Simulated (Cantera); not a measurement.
A Cantera script and what it prints.

```python
import numpy as np
import cantera as ct

gas_names = """
    H HNO HNO2 HNO3 HO2 H2 H2O H2O2 N NH NH2 NH3 NH2OH NO NO2 NO3 N2 N2H2 N2H4 N2O O OH O2 O3 Si SiH
    SiH2 SiH3 SiH4 SiN SiO SiO2 Si2 Si2N Si3
""".split()
cond_names = """
    H2O(s) H2O(L) Si(cr) Si(L) SiO2(Lqz) SiO2(hqz) SiO2(L) Si2N2O(s) Si3N4(a)
""".split()


# ... load() reads the species with a 1 bar reference pressure and builds the phases ...
atoms = {
    'SiO2': {'Si': 1, 'O': 2},
    'H2': {'H': 2},
    'N2': {'N': 2},
}
top_T = {'Si2N2O(s)': 2100, 'Si3N4(a)': 2400}  # K; cautious upper limits of use, not melting points


# ... equilibrate(T, P, feed) seeds the gas with the atoms and calls Mixture.equilibrate('TP', solver="vcs", rtol=1e-11, max_steps=5000) ...
results = []
feed = {'SiO2': 1, 'H2': 0.35, 'N2': 13}  # mol
T = 825  # K
P = 550  # Pa
mix = equilibrate(T, P, feed)
results.append((T, P, feed, dict(zip(mix.species_names, mix.species_moles))))
print(gas.report(threshold=1e-06))
for i in range(1, mix.n_phases):
    print(f"{mix.phase(i).name:16s} {mix.phase_moles(i):12.5e} mol")
```

It prints:

```
       temperature   825 K
          pressure   550 Pa
           density   0.0021916 kg/m^3
  mean mol. weight   27.332 kg/kmol
   phase of matter   gas

                          1 kg             1 kmol
                     ---------------   ---------------
          enthalpy        5.7888e+05        1.5822e+07  J
   internal energy        3.2792e+05        8.9628e+06  J
           entropy            9682.4        2.6464e+05  J/K
    Gibbs function       -7.4091e+06       -2.0251e+08  J
 heat capacity c_p            1154.6             31557  J/K
 heat capacity c_v            850.37             23243  J/K

                      mass frac. Y      mole frac. X     chem. pot. / RT
                     ---------------   ---------------   ---------------
                H2         0.0019337          0.026217           -25.894
                N2           0.99807           0.97378            -29.62
     [  +33 minor]        1.8568e-07        2.8468e-07

Si(cr)            0.00000e+00 mol
SiO2(Lqz)         9.99998e-01 mol
Si2N2O(s)         1.02685e-06 mol
Si3N4(a)          0.00000e+00 mol
```

Method: chemical equilibrium by Gibbs-energy minimisation in Cantera with the NASA 1993 tables (ideal gas, pure condensed phases). N2 is the only nitrogen source here; it is nearly inert below about 1500 K, so the nitride shown seldom forms there in practice.
